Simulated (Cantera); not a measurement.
What does this Cantera script print?

```python
import numpy as np
import cantera as ct

gas_names = [...]  # 118 gases of nasa_gas.yaml made of C, Cl, F, H
cond_names = """
    C(gr) C6H6(L) C7H8(L) C8H18(L),n-octa
""".split()


# ... load() reads the species with a 1 bar reference pressure and builds the phases ...
atoms = {
    'CH3Cl': {'C': 1, 'H': 3, 'CL': 1},
    'F2': {'F': 2},
    'H2': {'H': 2},
}
top_T = {'C(gr)': 4500}  # K; cautious upper limits of use, not melting points


# ... equilibrate(T, P, feed) seeds the gas with the atoms and calls Mixture.equilibrate('TP', solver="vcs", rtol=1e-11, max_steps=5000) ...
results = []
feed = {'CH3Cl': 1, 'F2': 0.021, 'H2': 1.1}  # mol
T = 2098.15  # K
P = 1333.22  # Pa
mix = equilibrate(T, P, feed)
results.append((T, P, feed, dict(zip(mix.species_names, mix.species_moles))))
x = sorted(zip(gas.X, gas.species_names), reverse=True)
print(f"T = {T:g} K  P = {P:g} Pa  gas = {mix.phase_moles(0):.4g} mol")
print("   x: " + "  ".join(f"{s} {v:.3e}" for v, s in x if v > 1e-06))
print("   condensed (mol): " + ("  ".join(f"{mix.phase(i).name} {mix.phase_moles(i):.4g}"
      for i in range(1, mix.n_phases) if mix.phase_moles(i) > 1e-12) or "none"))
```

Result:

```
T = 2098.15 K  P = 1333.22 Pa  gas = 3.167 mol
   x: H2 6.486e-01  HCL 3.082e-01  H 2.148e-02  HF 1.326e-02  CL 7.515e-03  C2H2,acetylene 9.265e-04  C2HCL 2.319e-06  CH4 1.858e-06  CH3 1.200e-06
   condensed (mol): C(gr) 0.9941
```

These are equilibrium values from Cantera (NASA tables, ideal gas, pure condensed phases), not measurements of a reactor.
